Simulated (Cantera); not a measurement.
Charge: 1 mol HF, 7.2 mol H₂O, 0.23 mol N₂, equilibrated at 875 K and 23.0 mbar.

Equilibrium computed with Cantera from the NASA thermochemical tables; the gas is ideal and each condensed phase is pure. Candidate condensed phases: H₂O; 40 gas species. Equilibrium is a limit: real reactors are often held back by kinetics, nucleation or transport.

Base state: H₂O 0.854, HF 0.119, N₂ 0.0273 (mole fractions); condensed: gas only.

Question: What changes in the equilibrium state with this change: temperature from 875 K to 1673.15 K?

Answer: 
```
species   before     after
-------  -------  --------
H₂O        0.854     0.850
HF         0.119     0.118
N₂        0.0273    0.0272
H₂       4.65e-8   0.00254
O₂       2.28e-8   0.00111
OH         <1e-9  0.000610
H          <1e-9   3.79e-5
NO         <1e-9   3.53e-5
```

Question: What changes in the equilibrium state with this change: HF replaced by H₂S?

Answer: 
| species | before | after |
|---|---|---|
| H₂O | 0.854 | 0.845 |
| H₂S | 0 | 0.106 |
| N₂ | 0.0273 | 0.0271 |
| HF | 0.119 | 0 |
| H₂ | 4.65e-8 | 0.0150 |
| S₂ | 0 | 0.00536 |
| SO₂ | 0 | 0.00141 |
Gases not in the tables: S₃ to S₇. Further candidate phases: H₂SO₄, S.

Question: What changes in the equilibrium state with this change: HF replaced by CS₂?

Answer: 
```
species   before     after
-------  -------  --------
H₂O        0.854     0.611
H₂S            0     0.212
CO₂            0     0.115
HF         0.119         0
S₂             0    0.0107
H₂       4.65e-8    0.0214
N₂        0.0273    0.0270
CO             0   0.00153
SO₂            0  0.000510
COS            0  0.000487
S₂O            0   1.82e-5
```
Gases not in the tables: S₃ to S₇. Further candidate phases: C, C₆H₆, C₇H₈, C₈H₁₈, H₂SO₄, S.
